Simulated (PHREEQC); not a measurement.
Dissolve 0.0072 mol/kgw H3AsO4, 3.1e-06 mol/kgw H2SO4 and 0.0082 mol/kgw FeCl3 at 25 °C. Closed to the air; pH follows from the charge balance.

Model: ion-association model, wateq4f.dat, run in PHREEQC.

No solid was allowed to form.

Q: What pH does the model give?

A: pH 2.22.

Q: In which forms is S present?

A: FeSO4+ 79 %, SO4-2 14 %, HSO4- 4.6 %, FeHSO4+2 2.3 % of the S.

Examples of supersaturated solids here: Scorodite, Hematite (slow to form). Others may be too. The database's scorodite may be far more soluble than the real mineral, and it has no iron arsenate complexes; the constant wasn't checked at its source.
